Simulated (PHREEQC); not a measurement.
# Geothermal or formation water

Model water analysis in mmol/kgw, 70 °C, pH 7.23:

```json
[
 {"constituent": "Na", "mmol/kgw": "293"},
 {"constituent": "K", "mmol/kgw": "0.121"},
 {"constituent": "Ca", "mmol/kgw": "20.2"},
 {"constituent": "Mg", "mmol/kgw": "51.6"},
 {"constituent": "Cl", "mmol/kgw": "404"},
 {"constituent": "S(6)", "mmol/kgw": "8.63"},
 {"constituent": "Alkalinity (meq/kgw)", "mmol/kgw": "0.0254"},
 {"constituent": "Li", "mmol/kgw": "0.355"}
]
```

Valence states are taken as typed.

Model: Pitzer model, pitzer.dat, run in PHREEQC.

No solid was allowed to form.

Problem. What activity of water, specific conductance does the model give?

Solution. activity of water 0.988; specific conductance 78700 µS/cm.

Problem. In which forms is C present?

Solution. HCO3- 92 %, CO2 6.1 %, MgCO3 1.3 %, CO3-2 0.8 % of the C.

Complexes and solids missing from the database can't appear. Away from 25 °C the constants follow the database's enthalpies or fits; those with neither stay at their 25 °C values.
